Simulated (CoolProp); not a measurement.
Vapour-liquid equilibrium of methanol (1) + ethanol (2) at 431.7 K; x and y are mole fractions of (1).

Computed with CoolProp (multi-fluid Helmholtz-energy mixture model, de Reuck 1993 and Schroeder 2014; pair parameters Bell 2016).

### Question
Give the bubble pressure and the first vapour's composition at x = 0.05, 0.2, 0.35. Is there an azeotrope?

### Answer
x = 0.05: 1.239 MPa, y = 0.065; x = 0.2: 1.308 MPa, y = 0.244; x = 0.35: 1.374 MPa, y = 0.408. No azeotrope shows between x = 0.05 and 0.95.

The pair parameters rest on a limited set of measurements; away from them the model extrapolates.
